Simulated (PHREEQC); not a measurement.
Make-up at 70 °C: 0.19 mol CdSO4, 0.17 mol NaCl and 0.00013 mol HCl per kg of water. Closed to the air; pH follows from the charge balance.

The numbers come from PHREEQC with the ion-association model, wateq4f.dat.

Each row changes one thing in this solution. Precipitation was switched off in this run.

| case | pH | ionic strength (mol/kgw) | HSO4- (mol/kgw) | CdOHCl (mol/kgw) | CdOH+ (mol/kgw) | Cd2OH+3 (mol/kgw) | SI of CdOHCl (CdOHCl) | SI of Halite (NaCl) |
|---|---|---|---|---|---|---|---|---|
| as made | 4.78 | 0.439 | 0.000112 | 2.56e-6 | 1.20e-6 | 5.29e-7 | -1.37 | -3.96 |
| HCl left out | 5.53 | 0.439 | 2.01e-5 | 1.43e-5 | 6.72e-6 | 2.96e-6 | -0.62 | -3.96 |
| 0.0024 mol/kgw CsCl added | 4.78 | 0.441 | 0.000112 | 2.58e-6 | 1.19e-6 | 5.20e-7 | -1.37 | -3.95 |
| HCl from 0.00013 to 0.00026 mol/kgw | 4.49 | 0.439 | 0.000219 | 1.31e-6 | 6.16e-7 | 2.71e-7 | -1.66 | -3.96 |

Species that the database lacks are ignored. Away from 25 °C the constants follow the database's enthalpies or fits; those with neither stay at their 25 °C values.
